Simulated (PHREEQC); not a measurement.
# Brine: speciation

Consider water at 20 °C with 0.011 mol MgCl2, 0.00053 mol KCl and 0.62 mol NaCl per kg of water. Closed to the air; pH follows from the charge balance.

Computed with PHREEQC (ion-association model, phreeqc.dat).

Each row changes one thing in this solution. Precipitation was switched off in this run.

```tsv
case	MgOH+ (mol/kgw)	SI of Halite (NaCl)	SI of Sylvite (KCl)
as made	8.06e-8	-2.31	-4.74
MgCl2 from 0.011 to 0.0055 mol/kgw	4.62e-8	-2.31	-4.75
NaCl from 0.62 to 0.558 mol/kgw	8.05e-8	-2.39	-4.78
diluted 10-fold with water	?	-4.15	-6.54
diluted 100-fold with water	?	-6.04	-8.42
MgCl2 from 0.011 to 0.055 mol/kgw	2.38e-7	?	-4.70
```

Problem. Complete the blanks.

Solution. 
- diluted 10-fold with water, MgOH+ (mol/kgw): 1.52e-8
- diluted 100-fold with water, MgOH+ (mol/kgw): 2.34e-9
- MgCl2 from 0.011 to 0.055 mol/kgw, SI of Halite (NaCl): -2.26

The ionic strength passes 0.7 mol/kgw, the rough limit of the ion-association models, in MgCl2 from 0.011 to 0.055 mol/kgw.
